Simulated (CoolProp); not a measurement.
Fluorine at 295 K and 3.38 MPa is throttled through a valve to 1.76 MPa with no heat exchange. Each further row changes one setting.

Values from CoolProp's reference Helmholtz-energy equation of state, de Reuck 1990.

```
case                       temperature change (K)  final density (kg/m³)
-------------------------  ----------------------  ---------------------
as stated                                    -3.1                   27.8
outlet pressure 0.528 MPa                    -5.5                   8.36
outlet pressure 2.29 MPa                     -2.1                   36.1
```
